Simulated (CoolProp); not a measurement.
Computed with CoolProp (reference Helmholtz-energy equation of state, Guder 2009).

Give the vapour pressure (MPa), enthalpy of vaporisation (kJ/kg), liquid conductivity (mW/(m K)) of saturated sulfur hexafluoride at 262.1, 272.2 K.


```
T (K)  p (MPa)  enthalpy of vaporisation (kJ/kg)  liquid conductivity (mW/(m K))
-----  -------  --------------------------------  ------------------------------
262.1    0.911                              91.3                            65.3
272.2     1.22                              84.7                            62.0
```

Thermal conductivity comes from a separate model (Assael 2012).
